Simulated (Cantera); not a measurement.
What does this Cantera script print?

```python
import numpy as np
import cantera as ct

gas_names = [...]  # 151 gases of nasa_gas.yaml made of C, H, N, O, Si
cond_names = """
    C(gr) C6H6(L) C7H8(L) C8H18(L),n-octa H2O(s) H2O(L) Si(cr) Si(L) SiC(b) SiO2(Lqz) SiO2(hqz) SiO2(L)
    Si2N2O(s) Si3N4(a)
""".split()


# ... load() reads the species with a 1 bar reference pressure and builds the phases ...
atoms = {
    'TEOS': {'Si': 1, 'C': 8, 'H': 20, 'O': 4},
    'N2O': {'N': 2, 'O': 1},
    'N2': {'N': 2},
    'O2': {'O': 2},
}
top_T = {'C(gr)': 4500, 'SiC(b)': 3050, 'Si2N2O(s)': 2100, 'Si3N4(a)': 2400}  # K; cautious upper limits of use, not melting points


# ... equilibrate(T, P, feed) seeds the gas with the atoms and calls Mixture.equilibrate('TP', solver="vcs", rtol=1e-11, max_steps=5000) ...
results = []
T = 700  # K
P = 13332.2  # Pa
for m in [0.25, 0.36, 0.52, 0.74, 1.1, 1.5, 2.2, 3.1, 4.4, 6.4, 9.1, 13]:
    feed = {'TEOS': 1, 'N2O': m, 'N2': 80, 'O2': 9.3}  # mol
    mix = equilibrate(T, P, feed)
    results.append((T, P, feed, dict(zip(mix.species_names, mix.species_moles))))

top = {s: max(r[3][s] / sum(r[3][g] for g in gas_names) for r in results) for s in gas_names}
cols = sorted((s for s in top if top[s] > 1e-06), key=lambda s: -top[s])[:5]
seen = [c for c in cond_names if any(r[3].get(c, 0) > 1e-12 for r in results)]
print("log10 of partial pressures in bar; condensed amounts in mol")
print(f"{'n(N2O)':>10s}" + "".join(f"{s[:9]:>10s}" for s in cols + seen))
for T, P, feed, n in results:
    ng = sum(n[g] for g in gas_names)
    print(f"{feed['N2O']:10.4g}" + "".join(f"{np.log10(max(n[s] / ng * P / 1e5, 1e-99)):10.3f}" for s in cols)
          + "".join(f"{n.get(c, 0):10.4g}" for c in seen))
```

Result:

```
log10 of partial pressures in bar; condensed amounts in mol
    n(N2O)        N2       H2O       CO2        H2        O2 SiO2(Lqz)
      0.25    -0.962    -2.121    -2.001    -2.232   -30.938         1
      0.36    -0.962    -2.115    -2.001    -2.240   -30.911         1
      0.52    -0.962    -2.107    -1.999    -2.252   -30.870         1
      0.74    -0.962    -2.095    -1.998    -2.269   -30.812         1
       1.1    -0.962    -2.077    -1.996    -2.300   -30.713         1
       1.5    -0.962    -2.056    -1.994    -2.340   -30.594         1
       2.2    -0.961    -2.022    -1.991    -2.421   -30.362         1
       3.1    -0.960    -1.981    -1.989    -2.562   -29.998         1
       4.4    -0.959    -1.927    -1.987    -2.924   -29.167         1
       6.4    -0.959    -1.896    -1.993   -15.878    -3.197         1
       9.1    -0.962    -1.912    -2.009   -16.170    -2.645         1
        13    -0.967    -1.935    -2.032   -16.338    -2.355         1
```

Equilibrium computed with Cantera from the NASA thermochemical tables; the gas is ideal and each condensed phase is pure. The feed counts by its element totals alone.
